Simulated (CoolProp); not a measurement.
Methane along the isobar 392 kPa: Z from the reference equation and from simpler models built on Tc = -82.6 °C, pc = 4599 kPa, ω = 0.011; each cubic takes its own stable root.

Model: reference Helmholtz-energy equation of state, Setzmann 1991, in CoolProp.

```tsv
T (°C)	phase	reference	Redlich-Kwong	Soave-Redlich-Kwong
-176.85	liquid	0.01768	0.01737	0.01765
-162.05	liquid	0.01608	0.01589	0.01612
-147.25	liquid	0.01499	0.01498	0.01517
-132.45	gas	0.9266	0.9280	0.9294
-117.65	gas	0.9462	0.9462	0.9468
-102.85	gas	0.9592	0.9588	0.9589
-88.05	gas	0.9683	0.9677	0.9678
-73.25	gas	0.9749	0.9743	0.9743
-58.45	gas	0.9799	0.9793	0.9794
-43.65	gas	0.9836	0.9831	0.9833
-28.85	gas	0.9866	0.9861	0.9864
-14.05	gas	0.9890	0.9885	0.9888
0.75	gas	0.9908	0.9904	0.9908
15.55	gas	0.9924	0.9920	0.9925
30.35	gas	0.9937	0.9933	0.9938
```
